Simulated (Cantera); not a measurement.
Charge: 1 mol HCl, 1.4 mol H2O, at 3350 K and 5.70 mbar.

These are equilibrium values from Cantera (NASA tables, ideal gas, pure condensed phases), not measurements of a reactor. Candidate condensed phases: H2O; 14 gas species. Rates play no part.

Base state: H 0.593, O 0.219, Cl 0.161, H2 0.0117, OH 0.00732, HCl 0.00475, O2 0.00249, H2O 0.000342 (mole fractions); condensed: gas only.

Task: What changes in the equilibrium state with this change: H2O from 1.4 to 0.4 mol?

Result: 
| species | before | after |
|---|---|---|
| H | 0.593 | 0.543 |
| Cl | 0.161 | 0.311 |
| O | 0.219 | 0.122 |
| H2 | 0.0117 | 0.00981 |
| O2 | 0.00249 | 0.000775 |
| H2O | 0.000342 | 0.000160 |
| OH | 0.00732 | 0.00374 |
| HCl | 0.00475 | 0.00842 |
